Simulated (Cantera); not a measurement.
Equilibrium for aluminium nitride and oxide growth: Al + N₂ + H₂

Charge: 1 mol Al, 7.8 mol N₂, a varied amount of H₂, held at 0.100 bar.

Equilibrium computed with Cantera from the NASA thermochemical tables; the gas is ideal and each condensed phase is pure. Candidate condensed phases: Al, AlN; 13 gas species. The numbers say what is thermodynamically allowed, not how fast it happens.

Stable condensed phases:

```
T in °C \ n(H₂) in mol
         2.6 3.8 5.5 8.1  12  17  25  37  53  78 110
   1975    A   A   A   B   B   B   B   B   B   B   B
   1900    A   A   A   A   A   A   A   B   B   B   B
   1825    A   A   A   A   A   A   A   A   A   B   B
   1750    A   A   A   A   A   A   A   A   A   A   A
   1675    A   A   A   A   A   A   A   A   A   A   A
   1600    A   A   A   A   A   A   A   A   A   A   A
   1525    A   A   A   A   A   A   A   A   A   A   A
   1450    A   A   A   A   A   A   A   A   A   A   A
   1375    A   A   A   A   A   A   A   A   A   A   A
   1300    A   A   A   A   A   A   A   A   A   A   A
   1225    A   A   A   A   A   A   A   A   A   A   A
   1150    A   A   A   A   A   A   A   A   A   A   A
   1075    A   A   A   A   A   A   A   A   A   A   A
   1000    A   A   A   A   A   A   A   A   A   A   A
```

A: AlN; B: gas only.
